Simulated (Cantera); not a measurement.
Equilibrium for silicon nitride deposition: SiF4 + NH3 + N2

Charge: 1 mol SiF4, 0.12 mol NH3, 5.5 mol N2, equilibrated at 0.0100 bar.

Cantera equilibrium calculation (NASA polynomials, part measured and part estimated; ideal gas, pure solids and liquids). Candidate condensed phases: Si, Si3N4; 37 gas species. The tables' values for SiF3, SiF2 are old estimates; treat these amounts as uncertain. Equilibrium is a limit: real reactors are often held back by kinetics, nucleation or transport.

```
T (K)   x N2  x SiF4    x H2      x HF    x SiF3   x SiHF3    x SiF2       x H  n Si3N4(s)
-----  -----  ------  ------  --------  --------  --------  --------  --------  ----------
823    0.825   0.148  0.0267   3.37e-5   1.35e-7   7.38e-6    <1e-12  1.20e-11           0
873    0.825   0.148  0.0267   5.94e-5   6.46e-7   1.32e-5  1.05e-11  7.64e-11           0
923    0.825   0.148  0.0266   9.82e-5   2.60e-6   2.21e-5  1.34e-10  3.99e-10     4.13e-5
973    0.825   0.148  0.0266  0.000154   9.06e-6   3.51e-5   1.31e-9   1.76e-9     6.17e-5
1023   0.825   0.148  0.0266  0.000231   2.79e-5   5.32e-5   1.02e-8   6.75e-9     8.42e-5
1073   0.825   0.148  0.0265  0.000333   7.72e-5   7.75e-5   6.50e-8   2.28e-8    0.000100
1123   0.825   0.148  0.0264  0.000465  0.000195  0.000109   3.52e-7   6.92e-8     9.00e-5
1173   0.825   0.148  0.0263  0.000629  0.000453  0.000149   1.64e-6   1.91e-7           0
1223   0.825   0.147  0.0261  0.000993  0.000819  0.000164   4.70e-6   4.86e-7           0
1273   0.824   0.147  0.0258   0.00156   0.00136  0.000174   1.15e-5   1.15e-6           0
1323   0.824   0.146  0.0254   0.00238   0.00215  0.000180   2.57e-5   2.53e-6           0
1373   0.824   0.145  0.0248   0.00354   0.00325  0.000183   5.32e-5   5.24e-6           0
1423   0.823   0.143  0.0240   0.00512   0.00473  0.000183  0.000103   1.03e-5           0
```
x: gas mole fraction; n: condensed amount in mol.

From 823 K to 873 K nothing is condensed. From 923 K to 1123 K the condensed part is Si3N4(s). From 1173 K to 1423 K nothing is condensed. The main Si-bearing gas is SiF4 throughout.
